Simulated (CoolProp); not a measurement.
Vapour-liquid equilibrium of R1234yf (1) + isobutane (2) at -76.55 °C; x and y are mole fractions of (1).

Model: multi-fluid Helmholtz-energy mixture model, Lemmon 2022 and Bücker 2006; pair parameters Bell 2016, in CoolProp.

```tsv
x	bubble pressure, mixture model (bar)	bubble pressure, Raoult's law (bar)	y, mixture model	y, Raoult's law
0.05	0.04573	0.03167	0.380	0.111
0.125	0.05995	0.03471	0.552	0.253
0.2	0.06731	0.03776	0.618	0.372
0.275	0.07109	0.04081	0.649	0.474
0.35	0.07307	0.04386	0.667	0.561
0.425	0.07421	0.04690	0.679	0.637
0.5	0.07501	0.04995	0.689	0.703
0.575	0.07568	0.05300	0.701	0.762
0.65	0.07625	0.05605	0.717	0.815
0.725	0.07662	0.05909	0.741	0.862
0.8	0.07653	0.06214	0.777	0.905
0.875	0.07557	0.06519	0.832	0.943
0.95	0.07313	0.06823	0.916	0.978
```

The largest gap from Raoult's law is +78.3 % in bubble pressure, at x = 0.2. y crosses x between x = 0.725 and 0.8: the model has an azeotrope there.

The pair parameters rest on a limited set of measurements; away from them the model extrapolates. With so large a gap from Raoult's law the liquid may split in two, which this calculation doesn't test in full.
